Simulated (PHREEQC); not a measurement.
Dissolve 0.048 mol NH4Cl, 0.37 mol Na2HPO4 and 0.13 mol KCl per kg of water at 60 °C. Closed to the air; pH follows from the charge balance.

Equilibrium calculation in PHREEQC: ion-association model, phreeqc.dat.

| quantity | before | after |
|---|---|---|
| pH | 8.02 | 10.35 |
| ionic strength (mol/kgw) | 1.13 | 1.47 |

**Question.** Which change was made?
(A) NH4Cl left out
(B) KCl left out
(C) Na2HPO4 replaced by NaHCO3 at the same molality
(D) 0.15 mol/kgw NaOH added
(E) KCl from 0.13 to 0.065 mol/kgw

**Answer.** D, 0.15 mol/kgw NaOH added

No solid was allowed to form. The ionic strength passes 0.7 mol/kgw, the rough limit of the ion-association models, in every such run. At this temperature some constants are extrapolated from 25 °C, and those without enthalpy data are left unchanged.
